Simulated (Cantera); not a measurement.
Standard-state values (1 bar) from the NASA 1993 polynomials, evaluated with Cantera. Values are per mole of reaction as written; species without (g) are pure solids or liquids, kept so even where they would boil at 1 bar.

Pb + Cl2(g) → PbCl2(g), with ΔH° = -174.1 kJ and ΔS° = 29.3 J/K at 300 K.

### Question
How far is the shortcut ΔG° ≈ ΔH°(300 K) − T·ΔS°(300 K) from the full temperature-dependent value at 423, 448, 473, 498, 523, 548, 573 K?

### Answer
```csv
T (K),shortcut (kJ),full (kJ),difference (kJ),difference in log10 K
423,-186.5,-186.3,-0.1,0.02
448,-187.2,-187.0,-0.2,0.02
473,-187.9,-187.7,-0.3,0.03
498,-188.7,-188.3,-0.3,0.04
523,-189.4,-189.0,-0.4,0.04
548,-190.1,-189.6,-0.5,0.05
573,-190.9,-190.2,-0.6,0.06
```
The shortcut ignores the heat-capacity change of the reaction.
